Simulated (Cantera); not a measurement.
Feed: 1 mol NiS, 0.53 mol H₂, held at 110 Pa.

Equilibrium computed with Cantera from the NASA thermochemical tables; the gas is ideal and each condensed phase is pure. Candidate condensed phases: Ni, NiS, NiS₂, Ni₃S₂, Ni₃S₄, S; 9 gas species. The numbers say what is thermodynamically allowed, not how fast it happens.

At 1250 °C, list the 5 most abundant gas species with their mole fractions, and the condensed phases.

H₂ 0.733, S₂ 0.221, H₂S 0.0372, SH 0.00713, S 0.000750. Condensed: Ni₃S₂(l).
